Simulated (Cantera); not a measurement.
Input: 1 mol C2H2, 12 mol H2, held at 1977 °C and 3100000 Pa.

These are equilibrium values from Cantera (NASA tables, ideal gas, pure condensed phases), not measurements of a reactor. The ideal-gas law is rough above about 30 bar. The numbers say what is thermodynamically allowed, not how fast it happens.

| species | before | after |
|---|---|---|
| H2 | 0.988 | 0.965 |
| CH4 | 0.00716 | 0.0348 |
| C2H4 | 0.000197 | 9.96e-5 |
| C2H2 (acetylene) | 0.00331 | 5.60e-5 |
| H | 0.00133 | 2.05e-5 |
| CH3 | 0.000182 | 1.50e-5 |
| C(graphite), mol | 1.81 | 1.56 |
Gas species are given as mole fractions.

Q: Which change was made?
(A) temperature from 1977 °C to 927 °C
(B) temperature from 1977 °C to 452 °C
(C) temperature from 1977 °C to 1402 °C
(D) pressure from 3100000 Pa to 5300000 Pa

A: C, temperature from 1977 °C to 1402 °C
